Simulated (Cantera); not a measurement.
A perfectly stirred reactor is fed with C₂H₆ : O₂ : N₂ : H₂O = 1 : 6.6 : 24.8 : 4.5 (molar parts), equivalence ratio 0.53, at 0.207 atm; it is adiabatic with a 375 K inlet, and is followed from long to short residence time, starting on the burning branch (τ in s: 0.13, 0.055, 0.023, 0.0094, 0.0039, 0.0016, 0.00067, 0.00028, 0.00012, 4.8e-05).

Detailed kinetics in Cantera: GRI-Mech 3.0 (53 species, 325 reactions).

Question: Predict: blow-out, bracketed by the residence times tried; x(C₂H₆) at τ = 0.130 s; x(O₂) at τ = 0.130 s; x(H₂O) at τ = 0.130 s; x(CH₂) at τ = 0.130 s; x(CH₂CO) at τ = 0.130 s; x(C₂H₆) at τ = 1.60 ms; x(O₂) at τ = 1.60 ms; x(H₂O) at τ = 1.60 ms.

Answer: 
```
Item                                                                          Result
------------------------------------------------  ----------------------------------
blow-out, bracketed by the residence times tried  burning at 3.90 ms, out at 1.60 ms
x(C₂H₆) at τ = 0.130 s                                                       5.30e-6
x(O₂) at τ = 0.130 s                                                          0.0830
x(H₂O) at τ = 0.130 s                                                          0.199
x(CH₂) at τ = 0.130 s                                                        4.03e-8
x(CH₂CO) at τ = 0.130 s                                                      5.55e-6
x(C₂H₆) at τ = 1.60 ms                                                        0.0271
x(O₂) at τ = 1.60 ms                                                           0.179
x(H₂O) at τ = 1.60 ms                                                          0.122
```
